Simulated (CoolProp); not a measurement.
The numbers come from the reference Helmholtz-energy equation of state, Lemmon 2013 in CoolProp.

For propylene, give the phase and the density (kg/m³), cp (kJ/(kg K)), cv (kJ/(kg K)), conductivity (mW/(m K)) at 357.9 K and 2.93 MPa.


- 357.9 K and 2.93 MPa: gas; density 58.7, cp 2.55, cv 1.71, conductivity 31.0

Thermal conductivity comes from a separate model (Huber 2003), an estimate that may be off by 10 % or more.
